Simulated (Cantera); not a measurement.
Charge: 1 mol SiH4, 0.24 mol NH3, at 1223.15 K and 100 Torr.

Equilibrium computed with Cantera from the NASA thermochemical tables; the gas is ideal and each condensed phase is pure. Candidate condensed phases: Si, Si3N4; 18 gas species. Mutual solubility and eutectic melting of coexisting phases are not modelled. Equilibrium is a limit: real reactors are often held back by kinetics, nucleation or transport.

Base state: H2 1.000 (mole fractions); condensed: Si(s) + Si3N4(s).

Problem. What changes in the equilibrium state with this change: NH3 from 0.24 to 2.6 mol?

Solution. 
| species | before | after |
|---|---|---|
| H2 | 1.000 | 0.903 |
| N2 | 4.32e-7 | 0.0969 |
| Si(s), mol | 0.820 | 0 |
| Si3N4(s), mol | 0.0600 | 0.333 |
